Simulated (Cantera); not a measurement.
Cantera run:

```python
import numpy as np
import cantera as ct

gas_names = [...]  # 151 gases of nasa_gas.yaml made of C, H, N, O, Si
cond_names = """
    C(gr) C6H6(L) C7H8(L) C8H18(L),n-octa H2O(s) H2O(L) Si(cr) Si(L) SiC(b) SiO2(Lqz) SiO2(hqz) SiO2(L)
    Si2N2O(s) Si3N4(a)
""".split()


# ... load() reads the species with a 1 bar reference pressure and builds the phases ...
atoms = {
    'TEOS': {'Si': 1, 'C': 8, 'H': 20, 'O': 4},
    'NO': {'N': 1, 'O': 1},
    'N2': {'N': 2},
}
top_T = {'C(gr)': 4500, 'SiC(b)': 3050, 'Si2N2O(s)': 2100, 'Si3N4(a)': 2400}  # K; cautious upper limits of use, not melting points


# ... equilibrate(T, P, feed) seeds the gas with the atoms and calls Mixture.equilibrate('TP', solver="vcs", rtol=1e-11, max_steps=5000) ...
results = []
feed = {'TEOS': 1, 'NO': 1.1, 'N2': 6}  # mol
P = 1000  # Pa
for T in [823, 923, 1023, 1123, 1223, 1323, 1423, 1523, 1623, 1723, 1823, 1923, 2023, 2123]:
    mix = equilibrate(T, P, feed)
    results.append((T, P, feed, dict(zip(mix.species_names, mix.species_moles))))

top = {s: max(r[3][s] / sum(r[3][g] for g in gas_names) for r in results) for s in gas_names}
cols = sorted((s for s in top if top[s] > 0.0001), key=lambda s: -top[s])[:9]
seen = [c for c in cond_names if any(r[3].get(c, 0) > 1e-12 for r in results)]
print("log10 of partial pressures in bar; condensed amounts in mol")
print(f"{'T/K':>10s}" + "".join(f"{s[:9]:>10s}" for s in cols + seen))
for T, P, feed, n in results:
    ng = sum(n[g] for g in gas_names)
    print(f"{T:10.4g}" + "".join(f"{np.log10(max(n[s] / ng * P / 1e5, 1e-99)):10.3f}" for s in cols)
          + "".join(f"{n.get(c, 0):10.4g}" for c in seen))
```

Output:

```
log10 of partial pressures in bar; condensed amounts in mol
       T/K        H2        N2        CO         H       H2O       CO2       HCN       SiO       CH4     C(gr)    SiC(b) SiO2(Lqz) SiO2(hqz) Si2N2O(s)
       823    -2.296    -2.468    -2.871   -12.283    -4.046    -4.062    -9.167   -22.772    -4.623     5.195         0         1         0         0
       923    -2.294    -2.476    -2.808   -10.759    -4.914    -5.118    -8.251   -18.085    -5.222     4.927         0         0         1         0
      1023    -2.294    -2.477    -2.803    -9.530    -5.659    -6.052    -7.514   -14.281    -5.712     4.902         0         0         1         0
      1123    -2.293    -2.477    -2.802    -8.517    -6.276    -6.823    -6.909   -11.161    -6.119       4.9         0         0         1         0
      1223    -2.315    -2.533    -2.652    -7.679    -6.664    -7.166    -6.443    -8.821    -6.505     3.399         0         0         0       0.5
      1323    -2.315    -2.533    -2.652    -6.957    -7.102    -7.708    -6.016    -7.473    -6.798     3.398         0         0         0       0.5
      1423    -2.315    -2.533    -2.652    -6.335    -7.478    -8.170    -5.649    -6.319    -7.049     3.396         0         0         0    0.4995
      1523    -2.315    -2.533    -2.653    -5.794    -7.804    -8.571    -5.331    -5.321    -7.269     3.395         0         0         0    0.4951
      1623    -2.336    -2.520    -2.629    -5.329    -8.086    -8.871    -5.056    -5.131    -7.501     1.912     0.984         0         0         0
      1723    -2.337    -2.521    -2.630    -4.908    -8.339    -9.177    -4.811    -4.986    -7.672     1.908    0.9776         0         0         0
      1823    -2.339    -2.522    -2.631    -4.533    -8.564    -9.448    -4.594    -4.858    -7.824     1.899    0.9696         0         0         0
      1923    -2.342    -2.524    -2.633    -4.197    -8.767    -9.691    -4.401    -4.744    -7.964      1.88    0.9591         0         0         0
      2023    -2.348    -2.527    -2.635    -3.895    -8.953    -9.910    -4.230    -4.643    -8.094     1.853    0.9417         0         0         0
      2123    -2.358    -2.532    -2.639    -3.624    -9.128   -10.110    -4.078    -4.554    -8.221     1.826    0.9005         0         0         0
```

Cantera equilibrium calculation (NASA polynomials, part measured and part estimated; ideal gas, pure solids and liquids). The feed counts by its element totals alone. The tables' values for SiN are old estimates; treat these amounts as uncertain.
